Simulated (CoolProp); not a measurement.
Vapour pressure (kPa) of m-xylene: the reference equation beside estimates from Tc = 343.7 °C, pc = 3535 kPa, ω = 0.326. Clausius-Clapeyron is anchored at 235.95 °C with a constant enthalpy of vaporisation of 28.44 kJ/mol.

Values from CoolProp's reference Helmholtz-energy equation of state, Zhou 2012.

```csv
T (°C),reference,Clausius-Clapeyron,Peng-Robinson
216.75,…,602.9,562.2
219.45,589.4,…,590.5
222.25,619.6,…,620.9
224.95,649.9,676.4,…
227.75,682.3,702.9,684.1
230.45,714.8,729.1,716.9
233.25,749.7,757.0,…
235.95,784.6,784.6,787.3
238.65,820.7,812.9,823.7
241.45,…,843.0,862.8
244.15,898.0,872.8,901.8
246.95,…,904.4,943.7
249.65,980.7,935.7,…
252.45,1025,968.8,1030
```

Q: Fill in the missing entries.

A: 
- 216.75, reference: 561.4
- 219.45, Clausius-Clapeyron: 626.5
- 222.25, Clausius-Clapeyron: 651.5
- 224.95, Peng-Robinson: 651.3
- 233.25, Peng-Robinson: 752.1
- 241.45, reference: 859.4
- 246.95, reference: 939.4
- 249.65, Peng-Robinson: 985.4

Absolute difference from the reference over all 14 rows, mean and median: Clausius-Clapeyron 3.5 and 3.4 %, Peng-Robinson 0.3 and 0.3 %.
